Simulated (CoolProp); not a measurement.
Vapour-liquid equilibrium of fluoroethane (R161) (1) + R134a (2) at -79.35 °C; x and y are mole fractions of (1).

Computed with CoolProp (multi-fluid Helmholtz-energy mixture model, Wu 2012 and Tillner-Roth 1994; pair parameters Bell 2016).

```
x     bubble pressure (kPa)  y at the bubble point  dew pressure at overall composition x (kPa)  liquid density (mol/L)
----  ---------------------  ---------------------  -------------------------------------------  ----------------------
0.05                  4.077                  0.097                                        3.975                   15.10
0.2                   4.726                  0.347                                        4.318                   15.52
0.35                  5.439                  0.544                                        4.736                   15.96
0.5                   6.216                  0.699                                        5.259                   16.43
0.65                  7.050                  0.820                                        5.943                   16.92
0.8                   7.926                  0.912                                        6.896                   17.44
0.95                  8.819                  0.981                                        8.383                   18.00
```

No azeotrope shows between x = 0.05 and 0.95.

The pair parameters rest on a limited set of measurements; away from them the model extrapolates.
